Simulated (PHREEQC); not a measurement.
PHREEQC input (Pitzer model, pitzer.dat):

```
SOLUTION 1
  temp 30
  units mol/kgw
  pH 7 charge
  Cl 0.3207
  K 0.0067
  Mg 0.0256
  Li 0.012
  Na 0.26
  S(6) 0.0046
END
USE solution 1
INCREMENTAL_REACTIONS false
REACTION 1
  H2O -1
  0 9.886 18.011 24.689 30.178 34.689 38.397 41.444
  43.949 46.007 47.699 49.089 50.232 51.172 51.944 52.578
  53.1 53.528 53.88 54.17 54.408 54.603 54.764 54.896
  55.005 55.094 moles
EQUILIBRIUM_PHASES 1
  Arcanite 0 0
  Bischofite 0 0
  Bloedite 0 0
  Brucite 0 0
  Carnallite 0 0
  Epsomite 0 0
  Glaserite 0 0
  Halite 0 0
  Hexahydrite 0 0
  Kainite 0 0
  Kieserite 0 0
  Leonite 0 0
  Mirabilite 0 0
  Misenite 0 0
  Schoenite 0 0
  Sylvite 0 0
  Thenardite 0 0
  MgCl2_4H2O 0 0
SELECTED_OUTPUT 1
  -reset false
  -pH true
  -pe true
  -ionic_strength true
  -water true
  -activities H2O
  -totals Cl K Li Mg Na S
  -molalities H+ Li+ Na+ K+ Mg+2 Cl- SO4-2 OH- HSO4- MgOH+
  -equilibrium_phases Arcanite Bischofite Bloedite Brucite Carnallite Epsomite Glaserite Halite Hexahydrite Kainite
    Kieserite Leonite Mirabilite Misenite Schoenite Sylvite Thenardite MgCl2_4H2O
PRINT
  -reset false
END
```

Selected output (columns that matter, 20 of 26 rows; water left (kg) added in front):

```
water left (kg)	pH	mu	Cl	K	Li	Mg	Na	S	m_H+	m_Li+	la_H2O	Halite	Kainite	Sylvite
1	6.7622	0.3601	0.3207	0.0067	0.012	0.0256	0.26	0.0046	2.1903e-07	0.012	-0.0044919	0	0	0
0.821894	6.7437	0.43813	0.3902	0.0081519	0.0146	0.031148	0.31634	0.0055968	2.2633e-07	0.0146	-0.0054709	0	0	0
0.555203	6.6972	0.64859	0.57763	0.012068	0.021614	0.046109	0.4683	0.0082853	2.4213e-07	0.021614	-0.0081472	0	0	0
0.456313	6.6675	0.78915	0.70281	0.014683	0.026298	0.056102	0.56978	0.010081	2.5087e-07	0.026298	-0.0099677	0	0	0
0.375043	6.6319	0.96016	0.8551	0.017865	0.031996	0.068259	0.69325	0.012265	2.6048e-07	0.031996	-0.012222	0	0	0
0.253345	6.5354	1.4214	1.2659	0.026446	0.047366	0.10105	1.0263	0.018157	2.8415e-07	0.047366	-0.018542	0	0	0
0.208215	6.4693	1.7295	1.5402	0.032178	0.057633	0.12295	1.2487	0.022093	2.9979e-07	0.057633	-0.022977	0	0	0
0.171138	6.3866	2.1042	1.8739	0.03915	0.070119	0.14959	1.5192	0.026879	3.1969e-07	0.070119	-0.028623	0	0	0
0.115613	6.1523	3.1147	2.7739	0.057952	0.10379	0.22143	2.2489	0.039788	3.8106e-07	0.10379	-0.045353	0	0	0
0.0950203	5.9898	3.7897	3.3751	0.070511	0.12629	0.26942	2.7363	0.048411	4.2857e-07	0.12629	-0.057841	0	0	0
0.0780853	5.7899	4.6116	4.107	0.085804	0.15368	0.32785	3.3297	0.05891	4.918e-07	0.15368	-0.07455	0	0	0
0.0641769	5.5486	5.611	4.9971	0.1044	0.18698	0.3989	4.0513	0.071677	5.7239e-07	0.18698	-0.097178	0	0	0
0.0433504	5.1913	7.1336	6.2247	0.15455	0.27681	0.59054	4.8245	0.10611	7.1539e-07	0.27681	-0.13403	0.050856	0	0
0.0356396	5.1434	7.3555	6.25	0.18799	0.3367	0.7183	4.5468	0.12907	7.6077e-07	0.3367	-0.13667	0.097954	0	0
0.0292979	5.0885	7.6313	6.2865	0.22869	0.40959	0.87378	4.2147	0.15701	8.0952e-07	0.40959	-0.14015	0.13652	0	0
0.0197855	4.9454	8.415	6.4237	0.33863	0.60651	1.2939	3.3558	0.23249	9.1886e-07	0.60651	-0.15132	0.1936	0	0
0.0162724	4.8475	8.9746	6.5533	0.41174	0.73745	1.5732	2.823	0.28269	9.786e-07	0.73745	-0.16059	0.21406	0	0
0.0133718	4.7198	9.7104	6.7639	0.50106	0.89741	1.9145	2.2245	0.34401	1.0396e-06	0.89741	-0.17455	0.23025	0	0
0.00902992	4.3053	12.067	7.7034	0.74198	1.3289	2.835	0.98132	0.50942	1.1342e-06	1.3289	-0.23333	0.25114	0	0
0.00734143	3.974	12.975	8.4657	0.54536	1.6346	3.2727	0.56485	0.41218	1.4052e-06	1.6346	-0.27773	0.25585	0.001574	0.0011223
```

Complexes and solids missing from the database can't appear.
